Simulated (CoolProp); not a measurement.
Values from CoolProp's reference Helmholtz-energy equation of state, Rui 2013.

Task: For R236EA, give the phase and the Z, conductivity (mW/(m K)) at 412 K and 6 MPa.

Result: 
- 412 K and 6 MPa: liquid; Z 0.271, conductivity 49.7

Thermal conductivity comes from a separate model (Huber 2003), an estimate that may be off by 10 % or more.
